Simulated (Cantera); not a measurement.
Charge: 1 mol Si, 6.7 mol HCl, 20 mol N₂, equilibrated at 750 Torr.

Cantera equilibrium calculation (NASA polynomials, part measured and part estimated; ideal gas, pure solids and liquids). Candidate condensed phases: NH₄Cl, Si, Si₃N₄; 28 gas species. N₂ is the only nitrogen source here; it is nearly inert below about 1500 K, so the nitride shown seldom forms there in practice. Equilibrium is a limit: real reactors are often held back by kinetics, nucleation or transport.

**Question.** What share of the Si ends up in condensed phases as a function of T (K), at 1173, 1223, 1273, 1323, 1373, 1423, 1473, 1523, 1573, 1623, 1673, 1723, 1773?

**Answer.** 
| T (K) | Si condensed (%) | as |
|---|---|---|
| 1173 | 26.3 | Si₃N₄(s) |
| 1223 | 27.7 | Si₃N₄(s) |
| 1273 | 28.8 | Si₃N₄(s) |
| 1323 | 29.6 | Si₃N₄(s) |
| 1373 | 29.9 | Si₃N₄(s) |
| 1423 | 29.5 | Si₃N₄(s) |
| 1473 | 28.1 | Si₃N₄(s) |
| 1523 | 24.9 | Si₃N₄(s) |
| 1573 | 19.5 | Si₃N₄(s) |
| 1623 | 11.1 | Si₃N₄(s) |
| 1673 | 0.0 | - |
| 1723 | 0.0 | - |
| 1773 | 0.0 | - |
